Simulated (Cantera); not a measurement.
Input (Python, Cantera):

```python
import numpy as np
import cantera as ct

gas = ct.Solution("h2o2.yaml")
gas.TPX = 325, 28000, {'H2': 1, 'O2': 0.943, 'N2': 3.55}
flame = ct.FreeFlame(gas, width=0.098)
flame.set_refine_criteria(ratio=3, slope=0.08, curve=0.16)
flame.transport_model = "mixture-averaged"
flame.solve(loglevel=0, auto=True)
z, T = flame.grid, flame.T
thick = (T[-1] - T[0]) / np.gradient(T, z).max()
show = ['H2', 'O2', 'H', 'OH', 'HO2', 'H2O2']
print(f"laminar burning velocity  {flame.velocity[0] * 100:.3f} cm/s")
print(f"burnt temperature         {T[-1]:.1f} K")
print(f"thermal thickness         {thick * 1e3:.4f} mm")
print(f"grid points               {len(z)}")
z0 = z[flame.heat_release_rate.argmax()]
print(f"{'z/mm':>9s}{'T/K':>9s}{'u/(m/s)':>9s}" + "".join(f"{s:>11s}" for s in show))
rows = []
for k in (-3, -2, -1.5, -1, -0.5, -0.25, 0, 0.25, 0.5, 1, 2, 4, 8):
    zz = z0 + k * thick
    rows.append([k * thick, np.interp(zz, z, T), np.interp(zz, z, flame.velocity),
                 *(np.interp(zz, z, flame.X[gas.species_index(s)]) for s in show)])
    print(f"{rows[-1][0] * 1e3:9.3f}{rows[-1][1]:9.1f}{rows[-1][2]:9.3f}" + "".join(f"{x:11.3e}" for x in rows[-1][3:]))
```

Result:

```
laminar burning velocity  88.390 cm/s
burnt temperature         1696.2 K
thermal thickness         1.7508 mm
grid points               109
     z/mm      T/K  u/(m/s)         H2         O2          H         OH        HO2       H2O2
   -5.252    325.0    0.884  1.820e-01  1.717e-01  1.206e-15  1.703e-14  1.010e-10  3.875e-11
   -3.502    325.0    0.884  1.816e-01  1.718e-01  2.814e-14  4.140e-13  3.726e-09  1.455e-09
   -2.626    325.2    0.883  1.804e-01  1.720e-01  8.397e-13  1.802e-11  7.417e-08  2.935e-08
   -1.751    327.1    0.883  1.757e-01  1.730e-01  1.125e-10  2.589e-09  1.254e-06  4.959e-07
   -0.875    394.2    1.034  1.472e-01  1.766e-01  1.155e-05  2.575e-05  1.261e-04  3.306e-05
   -0.438    662.5    1.693  1.072e-01  1.684e-01  1.458e-03  4.667e-04  1.130e-04  3.103e-05
    0.000    988.0    2.488  5.987e-02  1.433e-01  7.357e-03  1.131e-03  5.028e-05  4.208e-06
    0.438   1220.1    3.061  2.432e-02  1.129e-01  1.188e-02  3.210e-03  2.980e-05  2.700e-06
    0.875   1352.9    3.388  1.077e-02  9.827e-02  1.105e-02  4.816e-03  2.148e-05  1.994e-06
    1.751   1481.9    3.697  5.864e-03  9.237e-02  6.685e-03  5.813e-03  1.525e-05  1.034e-06
    3.502   1583.7    3.933  3.574e-03  9.086e-02  2.790e-03  5.539e-03  1.013e-05  4.955e-07
    7.003   1647.7    4.078  1.671e-03  9.061e-02  8.082e-04  4.223e-03  5.605e-06  2.486e-07
   14.006   1678.2    4.146  6.047e-04  9.090e-02  1.691e-04  2.676e-03  2.451e-06  1.247e-07
```

Model: the H2/O2 subset of GRI-Mech 3.0, which has no nitrogen chemistry, integrated in Cantera. Burning velocities carry a grid error of a few per cent, more on coarse grids. Lean hydrogen flames are cellular in practice and burn faster than this planar one.
